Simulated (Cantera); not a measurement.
A closed system holds: 1 mol Si, 3.4 mol HCl, 0.87 mol H₂, 0.8 mol Cl₂, at 4.90 bar.

Equilibrium computed with Cantera from the NASA thermochemical tables; the gas is ideal and each condensed phase is pure. Candidate condensed phases: Si; 19 gas species. The tables' values for SiCl₃ are old estimates; treat these amounts as uncertain. Equilibrium is a limit: real reactors are often held back by kinetics, nucleation or transport. All values below are at 752 °C.

Base state: H₂ 0.504, HCl 0.250, SiCl₄ 0.241, SiHCl₃ 0.00419, SiCl₃ 6.34e-5 (mole fractions); condensed: gas only.

### Question
What changes in the equilibrium state with this change: 1 mol NH₃ added?

### Answer
```csv
species,before,after
H₂,0.504,0.503
HCl,0.250,0.315
SiCl₄,0.241,0.123
N₂,0,0.0561
NH₃,0,0.000205
SiHCl₃,0.00419,0.00169
SiCl₃,6.34e-5,2.56e-5
"Si₃N₄(s), mol",0,0.0773
```
Further candidate phases: NH₄Cl, Si₃N₄.
